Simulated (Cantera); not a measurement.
## Equilibrium for metals in furnace atmospheres: Pb + O2 + H2

A closed system holds: 1 mol Pb, 0.0096 mol O2, 73 mol H2, held at 100000 Pa.

Equilibrium computed with Cantera from the NASA thermochemical tables; the gas is ideal and each condensed phase is pure. Candidate condensed phases: H2O, Pb, PbO, PbO2, Pb3O4; 12 gas species. The numbers say what is thermodynamically allowed, not how fast it happens.

```csv
T (K),log p H2,log p Pb,log p H2O,log p H,n Pb(l)
948,0.00,-5.32,-3.58,-9.28,1.000
998,0.00,-4.81,-3.58,-8.67,0.999
1048,0.00,-4.35,-3.58,-8.11,0.997
1098,0.00,-3.93,-3.58,-7.61,0.991
1148,0.00,-3.55,-3.58,-7.14,0.980
1198,0.00,-3.20,-3.58,-6.72,0.954
1248,0.00,-2.89,-3.58,-6.33,0.905
1298,0.00,-2.59,-3.58,-5.97,0.813
1348,0.00,-2.32,-3.58,-5.64,0.650
1398,0.00,-2.07,-3.58,-5.33,0.372
1448,-0.01,-1.87,-3.59,-5.04,0
1498,-0.01,-1.87,-3.59,-4.77,0
1548,-0.01,-1.87,-3.59,-4.51,0
```
log p: log10 of the partial pressure in bar; n: condensed amount in mol.

From 948 K to 1398 K the condensed part is Pb(l). From 1448 K to 1548 K nothing is condensed. The main Pb-bearing gas is Pb throughout.
